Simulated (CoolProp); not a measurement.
n-perfluorohexane along the isotherm 78.95 °C: Z from the reference equation and from simpler models built on Tc = 174.9 °C, pc = 17.42 bar, ω = 0.497; each cubic takes its own stable root.

Computed with CoolProp (reference Helmholtz-energy equation of state, Gao 2022).

```
p (bar)   phase  reference
-------  ------  ---------
1.74        gas     0.9118
3.48     liquid    0.02667
5.22     liquid    0.03996
6.97     liquid    0.05330
8.71     liquid    0.06654
10.4     liquid    0.07937
12.2     liquid    0.09301
13.9     liquid     0.1059
15.7     liquid     0.1195
17.4     liquid     0.1323
19.2     liquid     0.1458
20.9     liquid     0.1586
22.6     liquid     0.1713
24.4     liquid     0.1848
26.1     liquid     0.1975
```

Task: How far does each simpler model (van der Waals, Redlich-Kwong, Soave-Redlich-Kwong, Peng-Robinson) lie from the reference over these 15 states: mean and median of the absolute difference, and the worst?

Result: 
- van der Waals: mean 403.6 %, median 76.2 %, worst +3209.7 % at 78.95 °C and 3.48 bar
- Redlich-Kwong: mean 227.3 %, median 25.3 %, worst +3077.0 % at 78.95 °C and 3.48 bar
- Soave-Redlich-Kwong: mean 15.0 %, median 16.0 %, worst +17.1 % at 78.95 °C and 3.48 bar
- Peng-Robinson: mean 2.5 %, median 2.5 %, worst +3.3 % at 78.95 °C and 3.48 bar

At some of these states van der Waals, Redlich-Kwong gives the other phase, because its saturation line lies elsewhere.
